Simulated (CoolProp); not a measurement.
Vapour pressure (MPa) of octamethyltrisiloxane (MDM): the reference equation beside estimates from Tc = 565.4 K, pc = 1.438 MPa, ω = 0.528.

The numbers come from the reference Helmholtz-energy equation of state, Thol 2017 in CoolProp.

| T (K) | reference | Lee-Kesler | van der Waals | Redlich-Kwong | Soave-Redlich-Kwong | Peng-Robinson |
|---|---|---|---|---|---|---|
| 402.9 | 0.05356 | 0.05307 | 0.3155 | 0.1459 | 0.05308 | 0.05354 |
| 407.5 | 0.06138 | 0.06081 | 0.3340 | 0.1601 | 0.06084 | 0.06123 |
| 412.1 | 0.07008 | 0.06941 | 0.3531 | 0.1753 | 0.06948 | 0.06979 |
| 416.6 | 0.07949 | 0.07872 | 0.3726 | 0.1911 | 0.07885 | 0.07905 |
| 421.2 | 0.09010 | 0.08922 | 0.3931 | 0.2082 | 0.08942 | 0.08950 |
| 425.8 | 0.1018 | 0.1008 | 0.4144 | 0.2264 | 0.1011 | 0.1010 |
| 430.4 | 0.1146 | 0.1135 | 0.4363 | 0.2457 | 0.1139 | 0.1137 |
| 435 | 0.1286 | 0.1274 | 0.4590 | 0.2662 | 0.1280 | 0.1275 |
| 439.5 | 0.1436 | 0.1422 | 0.4820 | 0.2873 | 0.1430 | 0.1423 |
| 444.1 | 0.1603 | 0.1587 | 0.5062 | 0.3100 | 0.1597 | 0.1588 |
| 448.7 | 0.1784 | 0.1766 | 0.5311 | 0.3340 | 0.1780 | 0.1767 |
| 453.3 | 0.1980 | 0.1961 | 0.5568 | 0.3592 | 0.1978 | 0.1962 |

Absolute difference from the reference over all 12 rows, mean and median: Lee-Kesler 1.0 and 1.0 %, van der Waals 309.8 and 293.9 %, Redlich-Kwong 121.7 and 118.4 %, Soave-Redlich-Kwong 0.6 and 0.6 %, Peng-Robinson 0.7 and 0.8 %.
